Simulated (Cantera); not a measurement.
Feed: 1 mol Fe₂O₃, 9.3 mol HCl, 11 mol N₂, held at 773.15 K.

Method: chemical equilibrium by Gibbs-energy minimisation in Cantera with the NASA 1993 tables (ideal gas, pure condensed phases). Candidate condensed phases: Fe, FeCl₂, FeCl₃, FeO, Fe(OH)₂, Fe(OH)₃, Fe₂O₃, Fe₃O₄, H₂O, NH₄Cl; 37 gas species. Condensed phases not in the tables: FeOCl. The numbers say what is thermodynamically allowed, not how fast it happens.

Task: What share of the Fe ends up in condensed phases as a function of P (Pa), at 1, 3.60, 13, 46, 170, 600, 2200, 7700, 28000, 100000?

Result: 
```
P (Pa)  Fe condensed (%)                   as
------  ----------------  -------------------
1                   99.0             Fe₂O₃(s)
3.60                98.8             Fe₂O₃(s)
13                  98.6             Fe₂O₃(s)
46                  98.3             Fe₂O₃(s)
170                 97.9             Fe₂O₃(s)
600                 97.3             Fe₂O₃(s)
2200                96.6             Fe₂O₃(s)
7700                95.5             Fe₂O₃(s)
28000               93.5             Fe₂O₃(s)
100000              89.8  FeCl₂(s) + Fe₂O₃(s)
```
